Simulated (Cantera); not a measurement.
Thermodynamics of boron, boron nitride and boron oxide, feed borazine + O2

Input: 1 mol borazine, 0.23 mol O2.

Equilibrium computed with Cantera from the NASA thermochemical tables; the gas is ideal and each condensed phase is pure. Candidate condensed phases: B, BN, B2O3, B3O3H3, H2O; 39 gas species. The feed counts by its element totals alone. Mutual solubility and eutectic melting of coexisting phases are not modelled. Kinetics and transport are ignored.

Stable condensed phases:

```
T in °C \ P in Pa
             10     46    220   1000   4600  22000 100000
   1775       A      A      B      C      C      C      C
   1725       A      B      C      C      C      C      C
   1675       A      B      C      C      C      C      C
   1625       B      C      C      C      C      C      D
   1575       B      C      C      C      C      C      D
   1525       C      C      C      C      C      D      D
   1475       C      C      C      C      C      D      D
   1425       C      C      C      C      D      D      D
   1375       C      C      C      C      D      D      D
   1325       C      C      C      D      D      D      D
   1275       C      C      C      D      D      D      D
   1225       C      C      D      D      D      D      D
   1175       C      D      D      D      D      D      D
```

A: B; B: B + BN; C: BN; D: BN + B2O3.
